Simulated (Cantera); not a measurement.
A closed system holds: 1 mol PbO, 5.5 mol CO, 1.3 mol N2, held at 0.00150 bar.

Cantera equilibrium calculation (NASA polynomials, part measured and part estimated; ideal gas, pure solids and liquids). Candidate condensed phases: C, Pb, PbO, PbO2, Pb3O4; 27 gas species. Equilibrium is a limit: real reactors are often held back by kinetics, nucleation or transport.

Question: Which condensed phases are stable at each of these points (T (K)): 748, 798, 848, 898, 948, 998, 1048, 1098, 1148?

Answer: 
| T (K) | condensed phases | Pb condensed (%) |
|---|---|---|
| 748 | C(graphite) + Pb(l) | 100.0 |
| 798 | Pb(l) | 100.0 |
| 848 | Pb(l) | 99.9 |
| 898 | Pb(l) | 99.4 |
| 948 | Pb(l) | 97.8 |
| 998 | Pb(l) | 92.9 |
| 1048 | Pb(l) | 79.1 |
| 1098 | Pb(l) | 42.6 |
| 1148 | gas only | 0.0 |

At 748 K the condensed part is C(graphite) + Pb(l). From 798 K to 1098 K the condensed part is Pb(l). At 1148 K nothing is condensed.
